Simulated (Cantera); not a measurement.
Input: 1 mol SiH2Cl2, 0.65 mol NH3, 3.4 mol H2, at 13300 Pa.

These are equilibrium values from Cantera (NASA tables, ideal gas, pure condensed phases), not measurements of a reactor. Candidate condensed phases: NH4Cl, Si, Si3N4; 28 gas species. Mutual solubility and eutectic melting of coexisting phases are not modelled. Gases not in the tables: Si2H6 and higher silanes. The numbers say what is thermodynamically allowed, not how fast it happens.

Which condensed phases are stable at each of these points (T (K)): 950, 1050, 1150, 1250, 1350, 1450, 1550, 1650, 1750?


```json
[
 {"T (K)": "950", "condensed phases": "Si3N4(s)", "Si condensed (%)": "48.8"},
 {"T (K)": "1050", "condensed phases": "Si(s) + Si3N4(s)", "Si condensed (%)": "49.4"},
 {"T (K)": "1150", "condensed phases": "Si(s) + Si3N4(s)", "Si condensed (%)": "51.5"},
 {"T (K)": "1250", "condensed phases": "Si(s) + Si3N4(s)", "Si condensed (%)": "52.5"},
 {"T (K)": "1350", "condensed phases": "Si(s) + Si3N4(s)", "Si condensed (%)": "51.0"},
 {"T (K)": "1450", "condensed phases": "Si3N4(s)", "Si condensed (%)": "48.6"},
 {"T (K)": "1550", "condensed phases": "Si3N4(s)", "Si condensed (%)": "47.7"},
 {"T (K)": "1650", "condensed phases": "Si(s) + Si3N4(s)", "Si condensed (%)": "44.5"},
 {"T (K)": "1750", "condensed phases": "Si(l) + Si3N4(s)", "Si condensed (%)": "45.2"}
]
```

At 950 K the condensed part is Si3N4(s). From 1050 K to 1350 K the condensed part is Si(s) + Si3N4(s). From 1450 K to 1550 K the condensed part is Si3N4(s). At 1650 K the condensed part is Si(s) + Si3N4(s). At 1750 K the condensed part is Si(l) + Si3N4(s).
